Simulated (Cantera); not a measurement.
An adiabatic, constant-pressure homogeneous reactor starts with CO : H2 : CH4 : O2 : N2 = 1 : 0.86 : 0.52 : 0.938 : 3.53 (molar parts), equivalence ratio 2.1, at 1425 K and 10500 Torr. Integrator tolerance rtol = 1e-08.

Computed with Cantera and GRI-Mech 3.0 (53 species, 325 reactions). The pressure lies above the range GRI-Mech 3.0 was tuned for (to about 10 atm).

Q: What does this change do: initial temperature 1425 to 1750 K?

A: 
```tsv
quantity	before	after
time of steepest temperature rise	22.6 µs	4.42 µs
temperature at 0.200 s	2697 K	2934 K
equilibrium temperature	2697 K	2934 K
x(CO) at 0.200 s	0.181 (gas-phase equilibrium 0.181)	0.182 (gas-phase equilibrium 0.182)
x(H2) at 0.200 s	0.114 (gas-phase equilibrium 0.114)	0.111 (gas-phase equilibrium 0.111)
x(CH4) at 0.200 s	5.13e-10 (gas-phase equilibrium 5.74e-10)	2.28e-10 (gas-phase equilibrium 2.57e-10)
x(O2) at 0.200 s	2.80e-5 (gas-phase equilibrium 2.80e-5)	0.000174 (gas-phase equilibrium 0.000174)
x(HCN) at 0.200 s	9.19e-7 (gas-phase equilibrium 9.19e-7)	9.00e-7 (gas-phase equilibrium 9.00e-7)
```

Q: What does this change do: pressure from 10500 Torr to 825 Torr?

A: 
| quantity | before | after |
|---|---|---|
| time of steepest temperature rise | 22.6 µs | 0.156 ms |
| temperature at 0.200 s | 2697 K | 2622 K |
| equilibrium temperature | 2697 K | 2622 K |
| x(CO) at 0.200 s | 0.181 (gas-phase equilibrium 0.181) | 0.179 (gas-phase equilibrium 0.179) |
| x(H2) at 0.200 s | 0.114 (gas-phase equilibrium 0.114) | 0.111 (gas-phase equilibrium 0.111) |
| x(CH4) at 0.200 s | 5.13e-10 (gas-phase equilibrium 5.74e-10) | 3.93e-12 (gas-phase equilibrium 4.46e-12) |
| x(O2) at 0.200 s | 2.80e-5 (gas-phase equilibrium 2.80e-5) | 0.000184 (gas-phase equilibrium 0.000184) |
| x(HCN) at 0.200 s | 9.19e-7 (gas-phase equilibrium 9.19e-7) | 7.18e-8 (gas-phase equilibrium 7.18e-8) |

Q: What does this change do: H2 0.86 to 1.2 parts?

A: 
```
quantity                                                              before                                    after
---------------------------------  -----------------------------------------  ---------------------------------------
time of steepest temperature rise                                    22.6 µs                                  17.5 µs
temperature at 0.200 s                                                2697 K                                   2648 K
equilibrium temperature                                               2697 K                                   2648 K
x(CO) at 0.200 s                         0.181 (gas-phase equilibrium 0.181)      0.179 (gas-phase equilibrium 0.179)
x(H2) at 0.200 s                         0.114 (gas-phase equilibrium 0.114)      0.148 (gas-phase equilibrium 0.148)
x(CH4) at 0.200 s                  5.13e-10 (gas-phase equilibrium 5.74e-10)  1.33e-9 (gas-phase equilibrium 1.49e-9)
x(O2) at 0.200 s                     2.80e-5 (gas-phase equilibrium 2.80e-5)  1.09e-5 (gas-phase equilibrium 1.09e-5)
x(HCN) at 0.200 s                    9.19e-7 (gas-phase equilibrium 9.19e-7)  1.32e-6 (gas-phase equilibrium 1.32e-6)
```
